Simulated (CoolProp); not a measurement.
Values from CoolProp's reference Helmholtz-energy equation of state, Lemmon 2006. It is a short technical equation, of lower accuracy than the large ones.

Task: Give the vapour pressure (kPa), vapour density (kg/m³), enthalpy of vaporisation (kJ/kg), surface tension (mN/m) of saturated toluene at 418.1, 436, 480.8 K.

Result: 
| T (K) | p (kPa) | vapour density (kg/m³) | enthalpy of vaporisation (kJ/kg) | surface tension (mN/m) |
|---|---|---|---|---|
| 418.1 | 245 | 7.03 | 337 | 14.2 |
| 436 | 365 | 10.3 | 323 | 12.3 |
| 480.8 | 857 | 24.1 | 283 | 7.94 |

Surface tension comes from a separate correlation (Mulero 2012).
